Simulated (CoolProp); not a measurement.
Vapour-liquid equilibrium of R143a (1) + propane (2) at 15.15 °C; x and y are mole fractions of (1).

Computed with CoolProp (multi-fluid Helmholtz-energy mixture model, Lemmon and Jacobsen 2000 and Lemmon 2009; pair parameters Bell 2016).

Task: Give the bubble pressure and the first vapour's composition at x = 0.35, 0.5, 0.65. Is there an azeotrope?

Result: x = 0.35: 1.088 MPa, y = 0.461; x = 0.5: 1.127 MPa, y = 0.546; x = 0.65: 1.134 MPa, y = 0.634. y crosses x between x = 0.5 and 0.65: the model has an azeotrope there.

Pair parameters are fitted to limited data, so mixtures are less certain than the pure fluids.
